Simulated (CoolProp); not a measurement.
The fluid at 213.59 K and 0.00854 MPa flows at 0.31 m/s in a round tube of 20 mm bore and 0.25 µm roughness, fully developed (64/Re and Nu = 3.66 if laminar; Colebrook and Gnielinski if turbulent). The same conditions are run with several fluids, on thermodynamics alone (safety and materials aside).

Computed with CoolProp (reference Helmholtz-energy equation of state of each fluid (R134a: Tillner-Roth 1994; R13: Platzer 1990; CH2F2 (R32): Tillner-Roth 1997; normal hydrogen: Leachman 2009; dry air: Lemmon 2000)). The equations of Platzer and Polt are older, rougher fits. Blends and air are pseudo-pure fits.

Problem. Rank R134a, R13, CH2F2 (R32), normal hydrogen, dry air by Reynolds number, highest first.

Solution. R134a (358), R13 (301), CH2F2 (R32) (164), dry air (61.4), normal hydrogen (8.51)

```
fluid            Darcy friction factor  pressure drop (Pa/m)  heat-transfer coefficient (W/(m² K))  mass flow (kg/h)
---------------  ---------------------  --------------------  ------------------------------------  ----------------
R134a                            0.179                 0.212                                  1.21             0.173
R13                              0.213                 0.257                                  1.32             0.177
CH2F2 (R32)                      0.390                 0.236                                  1.49            0.0881
normal hydrogen                   7.52                 0.175                                  25.8           0.00340
dry air                           1.04                 0.349                                  3.59            0.0488
```

Transport values come from each fluid's own correlations; those of R134a, R13, CH2F2 (R32) are estimates that may be off by 10 % or more.
